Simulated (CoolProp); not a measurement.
Vapour-liquid equilibrium of ethylene (1) + 1-butene (2) at 0.0194 MPa; x and y are mole fractions of (1).

Values from CoolProp's multi-fluid Helmholtz-energy mixture model, Smukala 2000 and Lemmon 2005; pair parameters Bell 2016.

```tsv
x	bubble temperature (K)	y at the bubble point	dew temperature at overall composition x (K)	liquid density (mol/L)
0.05	193.4	0.923	230.0	12.82
0.2	167.4	0.995	227.0	14.17
0.35	158.9	0.998	223.4	15.32
0.5	154.1	0.999	219.1	16.51
0.65	150.8	1.000	213.5	17.81
0.8	148.3	1.000	205.5	19.25
0.95	146.3	1.000	188.4	20.84
```

No azeotrope shows between x = 0.05 and 0.95.

The pair parameters rest on a limited set of measurements; away from them the model extrapolates.
